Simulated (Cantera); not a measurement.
What does this Cantera script print?

```python
import numpy as np
import cantera as ct

gas_names = """
    Electron H H+ H- HO2 H2 H2+ H2- H2O H2O+ H2O2 H3O+ O O+ O- OH OH+ OH- O2 O2+ O2- O3
""".split()
cond_names = """
    H2O(s) H2O(L)
""".split()


def load(file, names, dense=False):
    # The tables refer to 1 bar. Condensed volumes are neglected.
    table = {s.name: s for s in ct.Species.list_from_file(file)}
    out = []
    for n in names:
        d = dict(table[n].input_data)
        d["thermo"] = dict(d["thermo"], **{"reference-pressure": 1e5})
        if dense:
            d["equation-of-state"] = {"model": "constant-volume", "density": "1e6 g/cm^3"}
        out.append(ct.Species.from_dict(d))
    return out


gas = ct.Solution(thermo="ideal-gas", species=load("nasa_gas.yaml", gas_names))
cond = {s.name: ct.Solution(thermo="fixed-stoichiometry", species=[s], name=s.name)
        for s in load("nasa_condensed.yaml", cond_names, dense=True)}
atoms = {
    'H2O': {'H': 2, 'O': 1},
    'H2': {'H': 2},
}
top_T = {}  # K; cautious upper limits of use, not melting points


def equilibrate(T, P, feed):
    n = {}
    for name, mol in feed.items():
        for a, k in atoms[name].items():
            n[a] = n.get(a, 0.0) + k * mol
    gas.TPX = T, P, n
    mass = sum(n.values()) * gas.mean_molecular_weight
    gas.equilibrate("TP")
    valid = [c for c in cond.values() if c.min_temp <= T <= top_T.get(c.name, c.max_temp)]
    mix = ct.Mixture([(gas, mass / gas.mean_molecular_weight)] + [(c, 0.0) for c in valid])
    mix.T, mix.P = T, P
    mix.equilibrate("TP", solver="vcs", rtol=1e-11, max_steps=5000)
    return mix


results = []
feed = {'H2O': 1, 'H2': 0.82}  # mol
P = 2600000  # Pa
for T in [2000, 2250, 2500, 2750, 3000, 3250, 3500, 3750, 4000, 4250, 4500, 4750, 5000]:
    mix = equilibrate(T, P, feed)
    results.append((T, P, feed, dict(zip(mix.species_names, mix.species_moles))))
    x = sorted(zip(gas.X, gas.species_names), reverse=True)
    print(f"T = {T:g} K  P = {P:g} Pa  gas = {mix.phase_moles(0):.4g} mol")
    print("   x: " + "  ".join(f"{s} {v:.3e}" for v, s in x if v > 0.001))
    print("   condensed (mol): " + ("  ".join(f"{mix.phase(i).name} {mix.phase_moles(i):.4g}"
          for i in range(1, mix.n_phases) if mix.phase_moles(i) > 1e-12) or "none"))
```

Output:

```
T = 2000 K  P = 2.6e+06 Pa  gas = 1.82 mol
   x: H2O 5.494e-01  H2 4.504e-01
   condensed (mol): none
T = 2250 K  P = 2.6e+06 Pa  gas = 1.821 mol
   x: H2O 5.490e-01  H2 4.499e-01
   condensed (mol): none
T = 2500 K  P = 2.6e+06 Pa  gas = 1.824 mol
   x: H2O 5.475e-01  H2 4.484e-01  H 3.302e-03
   condensed (mol): none
T = 2750 K  P = 2.6e+06 Pa  gas = 1.831 mol
   x: H2O 5.431e-01  H2 4.449e-01  H 8.949e-03  OH 2.934e-03
   condensed (mol): none
T = 3000 K  P = 2.6e+06 Pa  gas = 1.847 mol
   x: H2O 5.326e-01  H2 4.383e-01  H 2.050e-02  OH 8.274e-03
   condensed (mol): none
T = 3250 K  P = 2.6e+06 Pa  gas = 1.88 mol
   x: H2O 5.102e-01  H2 4.275e-01  H 4.116e-02  OH 1.948e-02  O 1.119e-03
   condensed (mol): none
T = 3500 K  P = 2.6e+06 Pa  gas = 1.941 mol
   x: H2O 4.685e-01  H2 4.123e-01  H 7.437e-02  OH 3.891e-02  O 4.089e-03  O2 1.788e-03
   condensed (mol): none
T = 3750 K  P = 2.6e+06 Pa  gas = 2.047 mol
   x: H2O 4.015e-01  H2 3.929e-01  H 1.232e-01  OH 6.590e-02  O 1.181e-02  O2 4.591e-03
   condensed (mol): none
T = 4000 K  P = 2.6e+06 Pa  gas = 2.214 mol
   x: H2 3.676e-01  H2O 3.126e-01  H 1.895e-01  OH 9.419e-02  O 2.729e-02  O2 8.739e-03
   condensed (mol): none
T = 4250 K  P = 2.6e+06 Pa  gas = 2.45 mol
   x: H2 3.328e-01  H 2.717e-01  H2O 2.172e-01  OH 1.141e-01  O 5.159e-02  O2 1.257e-02
   condensed (mol): none
T = 4500 K  P = 2.6e+06 Pa  gas = 2.748 mol
   x: H 3.633e-01  H2 2.871e-01  H2O 1.341e-01  OH 1.189e-01  O 8.231e-02  O2 1.424e-02
   condensed (mol): none
T = 4750 K  P = 2.6e+06 Pa  gas = 3.083 mol
   x: H 4.549e-01  H2 2.342e-01  O 1.145e-01  OH 1.088e-01  H2O 7.418e-02  O2 1.334e-02
   condensed (mol): none
T = 5000 K  P = 2.6e+06 Pa  gas = 3.418 mol
   x: H 5.371e-01  H2 1.813e-01  O 1.431e-01  OH 9.000e-02  H2O 3.761e-02  O2 1.086e-02
   condensed (mol): none
```

Equilibrium computed with Cantera from the NASA thermochemical tables; the gas is ideal and each condensed phase is pure.
